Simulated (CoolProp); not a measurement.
A single-stage vapour-compression cycle with the fluoroketone C6F12O (FK-5-1-12): evaporating at 273.15 K (dew point), condensing at 299.15 K (bubble point), superheat 5 K, subcooling 8 K, compressor efficiency 0.65, no pressure losses. Each further row changes one setting.

Model: reference Helmholtz-energy equation of state, McLinden 2015, in CoolProp.

| case | cooling COP | pressure ratio | discharge temperature (K) | refrigerating effect (kJ/kg) | volumetric capacity (kJ/m³) |
|---|---|---|---|---|---|
| as stated | 6.41 | 3.38 | 299.2 | 86.1 | 149 |
| evaporating temperature 278.15 K | 8.36 | 2.62 | 299.2 | 90.3 | 198 |
| condensing temperature 294.15 K | 8.22 | 2.73 | 294.1 | 91.6 | 158 |
| subcooling 13 K | 6.82 | 3.38 | 299.2 | 91.6 | 158 |
| superheat 15 K | 6.67 | 3.38 | 305.4 | 94.6 | 157 |
| compressor efficiency 0.55 | 5.42 | 3.38 | 299.2 | 86.1 | 149 |

The compression ends wet for: as stated; evaporating temperature 278.15 K; condensing temperature 294.15 K; subcooling 13 K; compressor efficiency 0.55.
